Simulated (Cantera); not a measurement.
Input (Python, Cantera) and output of one run.

```python
import numpy as np
import cantera as ct

gas_names = """
    NO H2 ZrO2 NH3
""".split()
cond_names = """
    Zr(a) Zr(b) Zr(L)
""".split()


# ... load() reads the species with a 1 bar reference pressure and builds the phases ...
species = {s.name: s for s in load("nasa_gas.yaml", gas_names) + load("nasa_condensed.yaml", cond_names)}
# Each term lists the table entries of one substance; the one whose range holds T is used.
reactions = {
    '2 NO(g) + 3 H2(g) + Zr = ZrO2(g) + 2 NH3(g)':
        [(-2, ['NO']), (-3, ['H2']), (-1, ['Zr(a)', 'Zr(b)', 'Zr(L)']), (1, ['ZrO2']), (2, ['NH3'])],
}


def pick(names, T):
    return next(species[n] for n in names if species[n].thermo.min_temp <= T <= species[n].thermo.max_temp)


results = []
for label, terms in reactions.items():
    print(label)
    print("     T/K   dH/kJ  dS/(J/K)   dG/kJ   log10 K")
    for T in [300, 1848, 1948, 2048, 2148, 2248, 2348, 2448, 2548, 2648, 2748, 2848]:
        used = [(nu, pick(names, T)) for nu, names in terms]
        dH = sum(nu * s.thermo.h(T) for nu, s in used) / 1e6
        dS = sum(nu * s.thermo.s(T) for nu, s in used) / 1e3
        dG = dH - T * dS / 1e3
        logK = -dG * 1e6 / (ct.gas_constant * T * np.log(10))
        results.append((label, T, dH, dS, dG, logK, [s.name for _, s in used]))
        print(f"{T:8g} {dH:8.1f} {dS:8.1f} {dG:8.1f} {logK:8.2f}")
```

Result:

```
2 NO(g) + 3 H2(g) + Zr = ZrO2(g) + 2 NH3(g)
     T/K   dH/kJ  dS/(J/K)   dG/kJ   log10 K
     300   -560.7   -193.5   -502.7    87.52
    1848   -598.3   -249.4   -137.5     3.89
    1948   -599.1   -249.8   -112.5     3.02
    2048   -600.0   -250.2    -87.5     2.23
    2148   -621.9   -260.6    -62.3     1.51
    2248   -623.4   -261.2    -36.2     0.84
    2348   -624.8   -261.8    -10.0     0.22
    2448   -626.2   -262.4     16.2    -0.35
    2548   -627.5   -262.9     42.5    -0.87
    2648   -628.8   -263.4     68.8    -1.36
    2748   -630.1   -263.9     95.2    -1.81
    2848   -631.3   -264.4    121.6    -2.23
```

Source: NASA polynomial tables (part measured, part estimated), evaluated in Cantera. Condensed species are held in their standard states even where they would react or evaporate.
